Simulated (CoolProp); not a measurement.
Computed with CoolProp (reference Helmholtz-energy equation of state, Thol 2016).

Task: For hexamethyldisiloxane (MM), give the phase and the density (kg/m³), cv (kJ/(kg K)), speed of sound (m/s), Joule-Thomson coefficient (K/MPa) at 568.8 K and 4830 kPa; 568.8 K and 7240 kPa; 568.8 K and 16900 kPa.

Result: 
- 568.8 K and 4830 kPa: supercritical; density 378, cv 2.19, speed of sound 167, Joule-Thomson coefficient 2.88
- 568.8 K and 7240 kPa: supercritical; density 445, cv 2.17, speed of sound 258, Joule-Thomson coefficient 0.931
- 568.8 K and 16900 kPa: supercritical; density 535, cv 2.16, speed of sound 450, Joule-Thomson coefficient -0.0244
